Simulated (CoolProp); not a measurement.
R407C along the isotherm 500 K: Z from the reference equation and from simpler models built on Tc = 359.3 K, pc = 4.632 MPa, ω = 0.363; each cubic takes its own stable root.

Model: reference Helmholtz-energy equation of state, Lemmon 2003, in CoolProp. It is a pseudo-pure fit of the blend.

```
p (MPa)          phase  reference
-------  -------------  ---------
5.79     supercritical     0.8746
11.6     supercritical     0.7842
17.4     supercritical     0.7639
23.2     supercritical     0.8012
28.9     supercritical     0.8664
34.7     supercritical     0.9453
40.5     supercritical      1.030
46.3     supercritical      1.116
```

Task: How far does each simpler model (van der Waals, Soave-Redlich-Kwong, Peng-Robinson) lie from the reference over these 8 states: mean and median of the absolute difference, and the worst?

Result: 
- van der Waals: mean 11.9 %, median 11.7 %, worst +21.5 % at 500 K and 46.3 MPa
- Soave-Redlich-Kwong: mean 11.2 %, median 11.9 %, worst +14.5 % at 500 K and 23.2 MPa
- Peng-Robinson: mean 4.2 %, median 4.3 %, worst +7.2 % at 500 K and 17.4 MPa
